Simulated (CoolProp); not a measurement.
Vapour pressure (kPa) of R13: the reference equation beside estimates from Tc = 303.0 K, pc = 3973 kPa, ω = 0.175. Clausius-Clapeyron is anchored at 144.1 K with a constant enthalpy of vaporisation of 17.79 kJ/mol.

Computed with CoolProp (reference Helmholtz-energy equation of state, Platzer 1990). This equation is an older, rougher fit; its heat capacities, sound speeds and derivatives of the liquid may be far off and weren't checked against measurements.

```tsv
T (K)	reference	Clausius-Clapeyron	van der Waals	Redlich-Kwong	Soave-Redlich-Kwong	Peng-Robinson
144.1	2.937	2.937	77.94	4.347	2.781	3.042
165.8	19.72	20.52	198.3	28.77	18.95	19.78
187.4	79.87	90.82	409.9	110.9	77.96	79.16
209.1	235.2	297.0	739.7	307.3	232.6	232.3
230.7	553.0	774.4	1206	679.0	552.4	547.3
252.4	1117	1719	1830	1292	1125	1112
274	2014	3354	2621	2199	2037	2017
295.7	3371	5950	3599	3459	3395	3384
```

Absolute difference from the reference over all 8 rows, mean and median: Clausius-Clapeyron 35.1 and 33.2 %, van der Waals 538.2 and 166.3 %, Redlich-Kwong 26.7 and 26.7 %, Soave-Redlich-Kwong 1.9 and 1.1 %, Peng-Robinson 1.0 and 0.7 %.
